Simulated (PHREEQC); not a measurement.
Dissolve 0.21 mol/kgw KOH, 5.2e-05 mol/kgw CO2 and 0.041 mol/kgw K3PO4 at 41 °C. Closed to the air; pH follows from the charge balance.

Computed with PHREEQC (ion-association model, phreeqc.dat).

Each row changes one thing in this solution. Precipitation was switched off in this run.

```
case                                               pH  ionic strength (mol/kgw)  PO4-3 (mol/kgw)  HPO4-2 (mol/kgw)  KHPO4- (mol/kgw)  HCO3- (mol/kgw)
----------------------------------------------  -----  ------------------------  ---------------  ----------------  ----------------  ---------------
as made                                         12.64                     0.452           0.0394           0.00145          0.000187          6.52e-8
temperature from 41 to 45 °C                    12.53                     0.452           0.0391           0.00170          0.000218          7.99e-8
diluted 100-fold with water                     10.87                   0.00379          2.46e-5          0.000383               ___          7.99e-8
K3PO4 replaced by NaH2PO4 at the same molality  12.44                     0.368           0.0382           0.00254          0.000225          7.77e-8
temperature from 41 to 35 °C                    12.81                       ___           0.0397           0.00111          0.000146          4.78e-8
diluted 2-fold with water                         ___                       ___           0.0184           0.00193          0.000165          7.08e-8
```

**Question.** Complete the blanks.

**Answer.** 
- diluted 100-fold with water, KHPO4- (mol/kgw): 1.90e-6
- temperature from 41 to 35 °C, ionic strength (mol/kgw): 0.453
- diluted 2-fold with water, pH: 12.38
- diluted 2-fold with water, ionic strength (mol/kgw): 0.224

At this temperature some constants are extrapolated from 25 °C, and those without enthalpy data are left unchanged.
